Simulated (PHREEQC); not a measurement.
**Buffer: speciation**

Consider water at 25 °C with 6.9 mmol/kgw H3PO4 and 0.09 mmol/kgw Na2SO4. Closed to the air; pH follows from the charge balance.

Equilibrium calculation in PHREEQC: ion-association model, wateq4f.dat.

Each row changes one thing in this solution. Precipitation was switched off in this run.

```
case                                     pH  ionic strength (mol/kgw)  H2PO4- (mol/kgw)  H3PO4 (mol/kgw)  HPO4-2 (mol/kgw)
-------------------------------------  ----  ------------------------  ----------------  ---------------  ----------------
as made                                2.39                   0.00464           0.00441          0.00248           8.28e-8
Na2SO4 from 9e-05 to 0.000135 mol/kgw  2.39                   0.00476           0.00442          0.00248           8.33e-8
temperature from 25 to 65 °C           2.44                       ___           0.00393          0.00297               ___
Na2SO4 left out                        2.38                   0.00441           0.00441          0.00249           8.19e-8
H3PO4 from 0.0069 to 0.069 mol/kgw     1.74                    0.0208            0.0207              ___               ___
diluted 100-fold with water            4.17                   7.11e-5           6.83e-5          6.74e-7               ___
```

Question: Fill in the missing entries.

Answer: 
- temperature from 25 to 65 °C, ionic strength (mol/kgw): 0.00412
- temperature from 25 to 65 °C, HPO4-2 (mol/kgw): 1.02e-7
- H3PO4 from 0.0069 to 0.069 mol/kgw, H3PO4 (mol/kgw): 0.0483
- H3PO4 from 0.0069 to 0.069 mol/kgw, HPO4-2 (mol/kgw): 1.06e-7
- diluted 100-fold with water, HPO4-2 (mol/kgw): 6.44e-8

Complexes and solids missing from the database can't appear. H3PO4, which wateq4f.dat lacks, is added to it with the constant of phreeqc.dat. At this temperature some constants are extrapolated from 25 °C, and those without enthalpy data are left unchanged.
